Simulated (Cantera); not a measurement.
A closed system holds: 1 mol CH₃SiCl₃, 0.17 mol C₂H₄, 4.9 mol H₂, held at 8.25 Torr.

These are equilibrium values from Cantera (NASA tables, ideal gas, pure condensed phases), not measurements of a reactor. Candidate condensed phases: C, C₆H₆, C₇H₈, C₈H₁₈, Si, SiC; 109 gas species. The feed counts by its element totals alone. Gases not in the tables: Si₂H₆ and higher silanes. The numbers say what is thermodynamically allowed, not how fast it happens.

Question: Which condensed phases are stable at each of these points (T (K)): 1525, 1675, 1825, 1975, 2125, 2275, 2425, 2575?

Answer: 
```json
[
 {"T (K)": "1525", "condensed phases": "C(graphite) + SiC(s)", "Si condensed (%)": "95.3"},
 {"T (K)": "1675", "condensed phases": "C(graphite) + SiC(s)", "Si condensed (%)": "92.3"},
 {"T (K)": "1825", "condensed phases": "C(graphite) + SiC(s)", "Si condensed (%)": "88.3"},
 {"T (K)": "1975", "condensed phases": "C(graphite) + SiC(s)", "Si condensed (%)": "83.5"},
 {"T (K)": "2125", "condensed phases": "C(graphite) + SiC(s)", "Si condensed (%)": "77.2"},
 {"T (K)": "2275", "condensed phases": "C(graphite) + SiC(s)", "Si condensed (%)": "62.6"},
 {"T (K)": "2425", "condensed phases": "C(graphite)", "Si condensed (%)": "0.0"},
 {"T (K)": "2575", "condensed phases": "C(graphite)", "Si condensed (%)": "0.0"}
]
```

From 1525 K to 2275 K the condensed part is C(graphite) + SiC(s). From 2425 K to 2575 K the condensed part is C(graphite).
